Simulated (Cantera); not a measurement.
## Premixed flame

A freely propagating, adiabatic, planar premixed flame of 35.3 % H2, 13.6 % O2, 51.1 % N2, equivalence ratio 1.3, unburnt at 550 K and 5.00 bar; mixture-averaged transport, grid criteria slope 0.08 and curve 0.16, no radiation.

Cantera simulation using the H2/O2 subset of GRI-Mech 3.0, which has no nitrogen chemistry; the numbers are that mechanism's predictions, not measurements. The hydrogen kinetics of GRI-Mech 3.0 are dated; newer H2 mechanisms differ, most at raised pressure. Burning velocities carry a grid error of a few per cent, more on coarse grids.

```tsv
z (mm)	T (K)	u (m/s)	x H2	x O2	x HO2	x O	x H2O	x H2O2
-0.165	550	7.47	0.353	0.136	<1e-8	<1e-8	<1e-8	<1e-8
-0.110	550	7.47	0.353	0.136	<1e-8	<1e-8	<1e-8	<1e-8
-0.0824	550	7.47	0.353	0.136	3.85e-8	<1e-8	1.44e-7	<1e-8
-0.0550	550	7.47	0.352	0.136	1.20e-6	2.66e-8	3.46e-6	1.98e-8
-0.0275	584	7.82	0.342	0.137	0.000410	7.33e-6	0.00116	1.12e-5
-0.0137	872	11.3	0.300	0.131	0.000798	0.000320	0.0264	7.43e-5
0	1352	16.9	0.215	0.0953	0.000348	0.00304	0.107	2.29e-5
0.0137	1695	20.9	0.136	0.0452	0.000146	0.00590	0.200	4.49e-6
0.0275	1875	23.0	0.102	0.0197	5.90e-5	0.00608	0.246	2.64e-6
0.0550	2046	24.9	0.0899	0.00795	2.17e-5	0.00496	0.270	1.50e-6
0.110	2201	26.5	0.0897	0.00452	1.11e-5	0.00318	0.282	8.82e-7
0.220	2330	27.8	0.0897	0.00249	5.57e-6	0.00169	0.292	5.53e-7
0.440	2423	28.7	0.0895	0.00119	2.44e-6	0.000784	0.301	3.39e-7
```
x: mole fraction of selected species; z is measured from the peak of heat release.

```json
{
  "laminar_burning_velocity": "747 cm/s",
  "thermal_thickness": "0.0550 mm",
  "peak x(HO2)": "0.00100",
  "peak x(O)": "0.00618",
  "peak x(H2O2)": "7.47e-5",
  "grid_points": "110"
}
```
